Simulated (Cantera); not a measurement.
Cantera run, input and output.

```python
import numpy as np
import cantera as ct

gas = ct.Solution("gri30.yaml")
gas.TPX = 550, 1000000, {'CH4': 1.3, 'C2H6': 0.041, 'C3H8': 0.039, 'O2': 1.8, 'N2': 8.63}
flame = ct.FreeFlame(gas, width=0.008)
flame.set_refine_criteria(ratio=3, slope=0.08, curve=0.16)
flame.transport_model = "mixture-averaged"
flame.solve(loglevel=0, auto=True)
z, T = flame.grid, flame.T
thick = (T[-1] - T[0]) / np.gradient(T, z).max()
show = ['CH4', 'C2H6', 'C3H8', 'H2', 'CH2', 'O']
print(f"laminar burning velocity  {flame.velocity[0] * 100:.3f} cm/s")
print(f"burnt temperature         {T[-1]:.1f} K")
print(f"thermal thickness         {thick * 1e3:.4f} mm")
print(f"grid points               {len(z)}")
z0 = z[flame.heat_release_rate.argmax()]
print(f"{'z/mm':>9s}{'T/K':>9s}{'u/(m/s)':>9s}" + "".join(f"{s:>11s}" for s in show))
rows = []
for k in (-3, -2, -1.5, -1, -0.5, -0.25, 0, 0.25, 0.5, 1, 2, 4, 8):
    zz = z0 + k * thick
    rows.append([k * thick, np.interp(zz, z, T), np.interp(zz, z, flame.velocity),
                 *(np.interp(zz, z, flame.X[gas.species_index(s)]) for s in show)])
    print(f"{rows[-1][0] * 1e3:9.3f}{rows[-1][1]:9.1f}{rows[-1][2]:9.3f}" + "".join(f"{x:11.3e}" for x in rows[-1][3:]))
```

Output:

```
laminar burning velocity  10.187 cm/s
burnt temperature         1837.5 K
thermal thickness         0.2567 mm
grid points               118
     z/mm      T/K  u/(m/s)        CH4       C2H6       C3H8         H2        CH2          O
   -0.770    551.4    0.103  1.095e-01  3.458e-03  3.291e-03  3.963e-03  1.009e-24  1.160e-18
   -0.513    562.5    0.105  1.080e-01  3.435e-03  3.272e-03  9.192e-03  1.601e-21  2.153e-16
   -0.385    590.4    0.111  1.055e-01  3.398e-03  3.245e-03  1.424e-02  1.418e-19  5.325e-15
   -0.257    700.3    0.133  9.713e-02  3.248e-03  3.116e-03  2.230e-02  2.141e-16  1.030e-12
   -0.128   1057.2    0.205  7.159e-02  2.499e-03  2.090e-03  3.309e-02  1.112e-10  2.558e-08
   -0.064   1363.0    0.267  4.893e-02  1.688e-03  6.713e-04  3.891e-02  3.243e-08  1.167e-06
    0.000   1641.2    0.325  2.774e-02  8.159e-04  2.710e-05  4.400e-02  6.645e-07  4.268e-06
    0.064   1786.1    0.355  1.704e-02  2.506e-04  7.692e-07  4.723e-02  1.602e-06  2.920e-06
    0.128   1840.8    0.366  1.302e-02  8.725e-05  1.084e-07  4.944e-02  1.186e-06  1.138e-06
    0.257   1868.8    0.372  1.013e-02  2.420e-05  1.198e-08  5.281e-02  4.532e-07  2.092e-07
    0.513   1870.9    0.373  7.879e-03  8.798e-06  2.355e-09  5.757e-02  1.742e-07  2.216e-08
    1.027   1862.8    0.373  5.927e-03  4.224e-06  8.092e-10  6.309e-02  1.020e-07  3.461e-09
    2.054   1853.9    0.372  4.434e-03  2.185e-06  3.348e-10  6.861e-02  6.773e-08  2.429e-09
```

Model: GRI-Mech 3.0 (53 species, 325 reactions), integrated in Cantera. Burning velocities carry a grid error of a few per cent, more on coarse grids.
